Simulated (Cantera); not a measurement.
What does this Cantera script print?

```python
import numpy as np
import cantera as ct

gas_names = [...]  # 87 gases of nasa_gas.yaml made of C, H, Si
cond_names = """
    C(gr) C6H6(L) C7H8(L) C8H18(L),n-octa Si(cr) Si(L) SiC(b)
""".split()


# ... load() reads the species with a 1 bar reference pressure and builds the phases ...
atoms = {
    'SiH4': {'Si': 1, 'H': 4},
    'C2H4': {'C': 2, 'H': 4},
    'H2': {'H': 2},
    'CH4': {'C': 1, 'H': 4},
}
top_T = {'C(gr)': 4500, 'SiC(b)': 3050}  # K; cautious upper limits of use, not melting points


# ... equilibrate(T, P, feed) seeds the gas with the atoms and calls Mixture.equilibrate('TP', solver="vcs", rtol=1e-11, max_steps=5000) ...
results = []
feed = {'SiH4': 1, 'C2H4': 0.13, 'H2': 18, 'CH4': 0.011}  # mol
T = 2373  # K
P = 1000  # Pa
mix = equilibrate(T, P, feed)
results.append((T, P, feed, dict(zip(mix.species_names, mix.species_moles))))
print(gas.report(threshold=0.001))
for i in range(1, mix.n_phases):
    print(f"{mix.phase(i).name:16s} {mix.phase_moles(i):12.5e} mol")
```

Result:

```
       temperature   2373 K
          pressure   1000 Pa
           density   0.00016166 kg/m^3
  mean mol. weight   3.1895 kg/kmol
   phase of matter   gas

                          1 kg             1 kmol
                     ---------------   ---------------
          enthalpy         3.455e+07         1.102e+08  J
   internal energy        2.8365e+07        9.0469e+07  J
           entropy             73617         2.348e+05  J/K
    Gibbs function       -1.4014e+08       -4.4699e+08  J
 heat capacity c_p             10443             33309  J/K
 heat capacity c_v            7836.5             24995  J/K

                      mass frac. Y      mole frac. X     chem. pot. / RT
                     ---------------   ---------------   ---------------
    C2H2,acetylene          0.017206         0.0021076           -32.001
                 H          0.040194           0.12718           -12.416
                H2           0.52417           0.82929           -24.831
                Si            0.3077          0.034945           -8.4366
              SiC2          0.041541         0.0025428           -15.607
               SiH         0.0093954           0.00103           -20.852
              Si2C          0.055661         0.0026038           -20.458
     [  +80 minor]         0.0041286        0.00029743

C(gr)             0.00000e+00 mol
Si(L)             0.00000e+00 mol
SiC(b)            0.00000e+00 mol
```

Cantera equilibrium calculation (NASA polynomials, part measured and part estimated; ideal gas, pure solids and liquids). Gases not in the tables: Si2H6 and higher silanes.
